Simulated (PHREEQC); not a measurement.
Consider water at 41 °C with 6.1 mmol/kgw Pb(NO3)2 and 44 mmol/kgw MgSO4. Closed to the air; pH follows from the charge balance.

All values are PHREEQC results (ion-association model, phreeqc.dat), not measurements.

pH: 5.50
ionic strength: 0.0940 mol/kgw
specific conductance: 6520 µS/cm
density: 0.999 g/cm³

```json
[
 {"species": "Mg+2", "molality": "0.0226", "activity": "0.00911", "log γ": "-0.394"},
 {"species": "MgSO4", "molality": "0.0214", "activity": "0.0219", "log γ": "0.009"},
 {"species": "SO4-2", "molality": "0.0187", "activity": "0.00692", "log γ": "-0.431"},
 {"species": "NO3-", "molality": "0.0120", "activity": "0.00907", "log γ": "-0.123"},
 {"species": "PbSO4", "molality": "0.00328", "activity": "0.00335", "log γ": "0.009"},
 {"species": "Pb+2", "molality": "0.00234", "activity": "0.000861", "log γ": "-0.434"},
 {"species": "Pb(SO4)2-2", "molality": "0.000330", "activity": "0.000122", "log γ": "-0.434"},
 {"species": "PbNO3+", "molality": "0.000148", "activity": "0.000116", "log γ": "-0.108"},
 {"species": "PbOH+", "molality": "6.78e-6", "activity": "5.29e-6", "log γ": "-0.108"},
 {"species": "HSO4-", "molality": "3.97e-6", "activity": "3.09e-6", "log γ": "-0.108"},
 {"species": "H+", "molality": "3.85e-6", "activity": "3.17e-6", "log γ": "-0.084"},
 {"species": "Pb2OH+3", "molality": "9.63e-7", "activity": "1.02e-7", "log γ": "-0.976"}
]
```

No solid was allowed to form. The solution is supersaturated, for example in Anglesite, Pb(OH)2, so a real one may precipitate; this is no full list. At this temperature some constants are extrapolated from 25 °C, and those without enthalpy data are left unchanged.
